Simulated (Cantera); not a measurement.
A freely propagating, adiabatic, planar premixed flame of CH4 : CO : O2 : N2 : H2O = 1 : 0.21 : 1.5 : 7.22 : 1.2 (molar parts), equivalence ratio 1.4, unburnt at 625 K and 0.132 atm; mixture-averaged transport, grid criteria slope 0.08 and curve 0.16, no radiation.

Model: GRI-Mech 3.0 (53 species, 325 reactions), integrated in Cantera. Burning velocities carry a grid error of a few per cent, more on coarse grids.

Problem. How do the results move with these cheaper or finer settings: unity-Lewis-number transport; multicomponent transport; multicomponent+Soret transport; grid criteria slope 0.5, curve 1; grid criteria slope 0.25, curve 0.5; grid criteria slope 0.03, curve 0.06?

Solution. 
```csv
setting,laminar burning velocity,thermal thickness,peak x(C2H),peak x(CH2),grid points
as above,74.0 cm/s,3.69 mm,3.71e-7,4.14e-5,141
unity-Lewis-number transport,44.1 cm/s,5.15 mm,2.68e-7,3.27e-5,126
multicomponent transport,74.3 cm/s,3.75 mm,3.74e-7,4.15e-5,141
multicomponent+Soret transport,74.9 cm/s,3.68 mm,3.64e-7,4.17e-5,141
"grid criteria slope 0.5, curve 1",86.0 cm/s,3.98 mm,3.70e-7,4.22e-5,41
"grid criteria slope 0.25, curve 0.5",79.0 cm/s,3.79 mm,3.82e-7,4.22e-5,64
"grid criteria slope 0.03, curve 0.06",73.0 cm/s,3.67 mm,3.70e-7,4.13e-5,345
```
The base run took around 18 core-seconds (rough).
Unity Lewis numbers drop preferential diffusion, which matters most where H2 and H carry the flame; Soret adds thermal diffusion.
